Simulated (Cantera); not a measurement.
What does this Cantera script print?

```python
import numpy as np
import cantera as ct

gas_names = """
    C CN C2 CCN CNC C2N2 C3 C4 C4N2 C5 N N2 Si SiC SiC2 SiN Si2 Si2C Si2N Si3
""".split()
cond_names = """
    C(gr) Si(cr) Si(L) SiC(b) Si3N4(a)
""".split()


# ... load() reads the species with a 1 bar reference pressure and builds the phases ...
atoms = {
    'Si3N4': {'Si': 3, 'N': 4},
    'C': {'C': 1},
    'N2': {'N': 2},
}
top_T = {'C(gr)': 4500, 'SiC(b)': 3050, 'Si3N4(a)': 2400}  # K; cautious upper limits of use, not melting points


# ... equilibrate(T, P, feed) seeds the gas with the atoms and calls Mixture.equilibrate('TP', solver="vcs", rtol=1e-11, max_steps=5000) ...
results = []
feed = {'Si3N4': 1, 'C': 0.26, 'N2': 7.2}  # mol
T = 2123.15  # K
for P in [1, 5.6, 32, 180, 1000, 5600, 32000, 180000, 1000000]:
    mix = equilibrate(T, P, feed)
    results.append((T, P, feed, dict(zip(mix.species_names, mix.species_moles))))
    x = sorted(zip(gas.X, gas.species_names), reverse=True)
    print(f"T = {T:g} K  P = {P:g} Pa  gas = {mix.phase_moles(0):.4g} mol")
    print("   x: " + "  ".join(f"{s} {v:.3e}" for v, s in x if v > 1e-06))
    print("   condensed (mol): " + ("  ".join(f"{mix.phase(i).name} {mix.phase_moles(i):.4g}"
          for i in range(1, mix.n_phases) if mix.phase_moles(i) > 1e-12) or "none"))
```

Result:

```
T = 2123.15 K  P = 1 Pa  gas = 12.19 mol
   x: N2 7.546e-01  Si 2.336e-01  SiC2 9.693e-03  Si2C 1.300e-03  CN 5.386e-04  SiN 1.267e-04  Si2 4.390e-05  C 2.832e-05  C3 2.149e-05  SiC 8.477e-06  C2 2.423e-06  C2N2 2.387e-06  Si2N 2.047e-06  N 1.323e-06
   condensed (mol): none
T = 2123.15 K  P = 5.6 Pa  gas = 12.12 mol
   x: N2 7.587e-01  Si 2.268e-01  SiC2 7.540e-03  Si2C 6.140e-03  SiN 2.919e-04  Si2 2.317e-04  CN 2.043e-04  Si2N 2.563e-05  SiC 7.366e-06  C 4.527e-06  Si3 3.495e-06  C3 2.753e-06  C2N2 1.923e-06
   condensed (mol): none
T = 2123.15 K  P = 32 Pa  gas = 11.93 mol
   x: N2 7.707e-01  Si 2.167e-01  Si2C 9.668e-03  Si2 1.208e-03  SiN 6.718e-04  SiC2 6.569e-04  Si2N 3.219e-04  Si3 9.945e-05  CN 2.601e-05  SiC 2.125e-06
   condensed (mol): SiC(b) 0.1286
T = 2123.15 K  P = 180 Pa  gas = 10.24 mol
   x: N2 8.979e-01  Si 9.460e-02  Si2C 4.221e-03  Si2 1.295e-03  Si2N 8.838e-04  SiN 7.509e-04  Si3 2.619e-04  SiC2 4.755e-05  CN 4.820e-06
   condensed (mol): Si(L) 1.669  SiC(b) 0.2158
T = 2123.15 K  P = 1000 Pa  gas = 9.373 mol
   x: N2 9.812e-01  Si 1.703e-02  Si2C 7.598e-04  Si2N 3.920e-04  SiN 3.330e-04  Si2 2.332e-04  Si3 4.714e-05  SiC2 8.560e-06  CN 2.138e-06
   condensed (mol): Si(L) 2.557  SiC(b) 0.2527
T = 2123.15 K  P = 5600 Pa  gas = 9.231 mol
   x: N2 9.965e-01  Si 3.041e-03  Si2N 1.669e-04  SiN 1.418e-04  Si2C 1.357e-04  Si2 4.163e-05  Si3 8.418e-06  SiC2 1.529e-06
   condensed (mol): Si(L) 2.705  SiC(b) 0.2587
T = 2123.15 K  P = 32000 Pa  gas = 9.206 mol
   x: N2 9.993e-01  Si 5.321e-04  Si2N 6.993e-05  SiN 5.941e-05  Si2C 2.374e-05  Si2 7.286e-06  Si3 1.473e-06
   condensed (mol): Si(L) 2.733  SiC(b) 0.2598
T = 2123.15 K  P = 180000 Pa  gas = 7.374 mol
   x: N2 9.999e-01  Si 5.282e-05  SiN 1.399e-05  Si2N 9.194e-06  Si2C 2.357e-06
   condensed (mol): SiC(b) 0.26  Si3N4(a) 0.9131
T = 2123.15 K  P = 1e+06 Pa  gas = 7.373 mol
   x: N2 1.000e+00  Si 3.031e-06  SiN 1.892e-06  C2N2 1.210e-06
   condensed (mol): SiC(b) 0.26  Si3N4(a) 0.9133
```

These are equilibrium values from Cantera (NASA tables, ideal gas, pure condensed phases), not measurements of a reactor. Mutual solubility and eutectic melting of coexisting phases are not modelled. The tables' values for SiN are old estimates; treat these amounts as uncertain.
